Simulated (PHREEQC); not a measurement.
CaCl2 is added in steps, without added water, to 1 kg of water holding 0.28 mol/kgw HF, 0.0079 mol/kgw NH4HF2 and 0.00066 mol/kgw H4SiO4, at 20 °C. Oxygen is held at 0.21 atm. No CO2 enters from the air. Solids allowed: Fluorite, SiO2(a). Others were left out.

Base run: PHREEQC, ion-association model, phreeqc.dat. Each further column changes one thing. The table gives Ca in solution (mol/kgw).

| CaCl2 added (mol) | base | Debye-Hückel limiting law | Davies equation for every ion | metal-ligand complexes left out | database wateq4f.dat |
|---|---|---|---|---|---|
| 0 | 0 | 0 | 0 | 0 | 0 |
| 0.01875 | 1.95e-6 | 2.38e-6 | 1.90e-6 | 1.95e-6 | [?] |
| 0.03125 | 5.37e-6 | [?] | 5.17e-6 | 5.37e-6 | 1.46e-5 |
| 0.05 | 1.87e-5 | 2.49e-5 | 1.76e-5 | 1.87e-5 | 5.08e-5 |
| 0.06875 | 5.51e-5 | 7.86e-5 | 5.12e-5 | 5.51e-5 | 0.000138 |
| 0.08125 | 0.000110 | 0.000165 | 0.000102 | 0.000110 | 0.000255 |
| 0.1 | 0.000332 | 0.000531 | 0.000302 | 0.000332 | [?] |
| 0.1187 | 0.00124 | 0.00203 | 0.00112 | 0.00124 | 0.00194 |
| 0.1313 | 0.00356 | 0.00534 | 0.00328 | 0.00356 | [?] |
| 0.15 | 0.0139 | 0.0167 | [?] | 0.0139 | 0.0148 |

### Question
What belongs in the gaps?

### Answer

- 0.01875, database wateq4f.dat: 4.63e-6
- 0.03125, Debye-Hückel limiting law: 6.74e-6
- 0.1, database wateq4f.dat: 0.000652
- 0.1313, database wateq4f.dat: 0.00458
- 0.15, Davies equation for every ion: 0.0135

SiF6-2 is the database's only silicon fluoride. wateq4f.dat counts part of the HF as a dimer, H2F2, which phreeqc.dat doesn't know; its constant is uncertain. phreeqc.dat and wateq4f.dat share most of their constants, so their agreement is no independent check. Solids allowed in the column 'database wateq4f.dat': Fluorite, Portlandite, Quartz.
